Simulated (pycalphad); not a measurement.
CALPHAD calculation (pycalphad, COST 507 light-alloy database (1999)), 1 atm. The database dates from 1999; later assessments differ in places, in temperatures and in the compounds included. Amounts are mole fractions of atoms. Kinetics are ignored, which matters at the lower temperatures.

Q: Give the equilibrium state of Mg-1.63Si-0.53Al (at.%) at 652 °C.

A: 
```
T = 925.00 K, P = 101325 Pa, N = 1 mol of atoms
G = -42530 J/mol, H = 25855 J/mol, S = 73.93 J/(mol K)  (SER reference)
chemical potentials (J/mol): Mg -41676, Si -81890, Al -79102
phase             fraction      x(Mg)      x(Si)      x(Al)
LIQUID              0.9963     0.9796     0.0151     0.0053
MG2SI               0.0037     0.6667     0.3333       none
```

Q: Give the equilibrium state of Mg-1.63Si-0.53Al (at.%) at 177 °C.

A: 
```
T = 450.00 K, P = 101325 Pa, N = 1 mol of atoms
G = -16517 J/mol, H = 2885 J/mol, S = 43.11 J/(mol K)  (SER reference)
chemical potentials (J/mol): Mg -15574, Si -70549, Al -24497
phase             fraction      x(Mg)      x(Si)      x(Al)
HCP_A3              0.9511     0.9944   1.09e-11     0.0056
MG2SI               0.0489     0.6667     0.3333       none
```

Database names, with the compositions (at.%) that they take in these runs: MG2SI: Mg 67 Si 33. HCP_A3 is hcp. An entry "none" or "no" means that the model of the phase leaves that element out.
